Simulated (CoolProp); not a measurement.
A single-stage vapour-compression cycle with propyne: evaporating at 304.15 K (dew point), condensing at 350.15 K (bubble point), superheat 10 K, subcooling 0 K, compressor efficiency 0.65, no pressure losses. Each further row changes one setting.

Computed with CoolProp (reference Helmholtz-energy equation of state, Polt 1992). This equation is an older, rougher fit; its heat capacities, sound speeds and derivatives of the liquid may be far off and weren't checked against measurements.

| case | cooling COP | pressure ratio | discharge temperature (K) | refrigerating effect (kJ/kg) | volumetric capacity (kJ/m³) |
|---|---|---|---|---|---|
| as stated | [?] | 3.05 | 388.2 | 352 | 4170 |
| evaporating temperature 309.15 K | [?] | [?] | 384.6 | 357 | 4830 |
| condensing temperature 345.15 K | 3.93 | [?] | 380.8 | 367 | [?] |
| subcooling 5 K | 3.54 | 3.05 | 388.2 | 367 | 4360 |
| superheat 20 K | 3.40 | 3.05 | 399.1 | 370 | 4190 |
| compressor efficiency 0.55 | 2.87 | 3.05 | 397.0 | 352 | 4170 |

Question: What belongs in the gaps?

Answer: 
- as stated, cooling COP: 3.39
- evaporating temperature 309.15 K, cooling COP: 3.94
- evaporating temperature 309.15 K, pressure ratio: 2.66
- condensing temperature 345.15 K, pressure ratio: 2.74
- condensing temperature 345.15 K, volumetric capacity (kJ/m³): 4350
